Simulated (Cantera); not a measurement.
What does this Cantera script print?

```python
import numpy as np
import cantera as ct

gas_names = """
    F FO FO2 F2 F2O H HF HNO HNO2 HNO3 HOF HO2 H2 H2F2 H2O H2O2 H3F3 H4F4 H5F5 H6F6 H7F7 N NF NF2 NF3 NH
    NH2 NH3 NH2OH NO NO2 NO3 N2 N2H2 N2H4 N2O O OH O2 O3
""".split()
cond_names = """
    H2O(s) H2O(L)
""".split()


# ... load() reads the species with a 1 bar reference pressure and builds the phases ...
atoms = {
    'HF': {'H': 1, 'F': 1},
    'O2': {'O': 2},
    'N2': {'N': 2},
}
top_T = {}  # K; cautious upper limits of use, not melting points


# ... equilibrate(T, P, feed) seeds the gas with the atoms and calls Mixture.equilibrate('TP', solver="vcs", rtol=1e-11, max_steps=5000) ...
results = []
feed = {'HF': 1, 'O2': 0.077, 'N2': 0.42}  # mol
P = 5200  # Pa
for T in [1423, 1523, 1623, 1723, 1823, 1923, 2023, 2123, 2223, 2323]:
    mix = equilibrate(T, P, feed)
    results.append((T, P, feed, dict(zip(mix.species_names, mix.species_moles))))
    x = sorted(zip(gas.X, gas.species_names), reverse=True)
    print(f"T = {T:g} K  P = {P:g} Pa  gas = {mix.phase_moles(0):.4g} mol")
    print("   x: " + "  ".join(f"{s} {v:.3e}" for v, s in x if v > 1e-05))
    print("   condensed (mol): " + ("  ".join(f"{mix.phase(i).name} {mix.phase_moles(i):.4g}"
          for i in range(1, mix.n_phases) if mix.phase_moles(i) > 1e-12) or "none"))
```

Result:

```
T = 1423 K  P = 5200 Pa  gas = 1.497 mol
   x: HF 6.680e-01  N2 2.804e-01  O2 5.131e-02  NO 2.426e-04  F 2.449e-05  H2O 1.194e-05
   condensed (mol): none
T = 1523 K  P = 5200 Pa  gas = 1.497 mol
   x: HF 6.679e-01  N2 2.804e-01  O2 5.122e-02  NO 4.027e-04  F 5.860e-05  H2O 2.812e-05
   condensed (mol): none
T = 1623 K  P = 5200 Pa  gas = 1.497 mol
   x: HF 6.678e-01  N2 2.802e-01  O2 5.108e-02  NO 6.275e-04  F 1.264e-04  H2O 5.938e-05  O 1.885e-05
   condensed (mol): none
T = 1723 K  P = 5200 Pa  gas = 1.497 mol
   x: HF 6.677e-01  N2 2.801e-01  O2 5.087e-02  NO 9.280e-04  F 2.501e-04  H2O 1.144e-04  O 5.624e-05  OH 2.107e-05
   condensed (mol): none
T = 1823 K  P = 5200 Pa  gas = 1.497 mol
   x: HF 6.674e-01  N2 2.798e-01  O2 5.057e-02  NO 1.313e-03  F 4.610e-04  H2O 2.036e-04  O 1.488e-04  OH 5.236e-05
   condensed (mol): none
T = 1923 K  P = 5200 Pa  gas = 1.498 mol
   x: HF 6.669e-01  N2 2.796e-01  O2 5.011e-02  NO 1.788e-03  F 8.008e-04  O 3.553e-04  H2O 3.384e-04  OH 1.178e-04
   condensed (mol): none
T = 2023 K  P = 5200 Pa  gas = 1.498 mol
   x: HF 6.661e-01  N2 2.792e-01  O2 4.944e-02  NO 2.355e-03  F 1.323e-03  O 7.769e-04  H2O 5.289e-04  OH 2.427e-04  H 1.574e-05
   condensed (mol): none
T = 2123 K  P = 5200 Pa  gas = 1.499 mol
   x: HF 6.649e-01  N2 2.786e-01  O2 4.845e-02  NO 3.009e-03  F 2.098e-03  O 1.573e-03  H2O 7.809e-04  OH 4.627e-04  H 5.165e-05  H2 1.078e-05
   condensed (mol): none
T = 2223 K  P = 5200 Pa  gas = 1.501 mol
   x: HF 6.630e-01  N2 2.780e-01  O2 4.699e-02  NO 3.736e-03  F 3.212e-03  O 2.971e-03  H2O 1.091e-03  OH 8.214e-04  H 1.513e-04  H2 2.902e-05
   condensed (mol): none
T = 2323 K  P = 5200 Pa  gas = 1.504 mol
   x: HF 6.602e-01  N2 2.770e-01  O2 4.491e-02  O 5.270e-03  F 4.783e-03  NO 4.511e-03  H2O 1.439e-03  OH 1.362e-03  H 4.007e-04  H2 7.039e-05
   condensed (mol): none
```

These are equilibrium values from Cantera (NASA tables, ideal gas, pure condensed phases), not measurements of a reactor.
